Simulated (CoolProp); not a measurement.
Model: reference Helmholtz-energy equation of state, Platzer 1990, in CoolProp. This equation is an older, rougher fit; its heat capacities, sound speeds and derivatives of the liquid may be far off and weren't checked against measurements.

Give the vapour pressure (MPa), vapour density (kg/m³), liquid conductivity (mW/(m K)) of saturated c-C4F8 (RC318) at 18.15 °C.


| T (°C) | p (MPa) | vapour density (kg/m³) | liquid conductivity (mW/(m K)) |
|---|---|---|---|
| 18.15 | 0.250 | 22.5 | 67.0 |

Thermal conductivity comes from a separate model (Huber 2003), an estimate that may be off by 10 % or more.
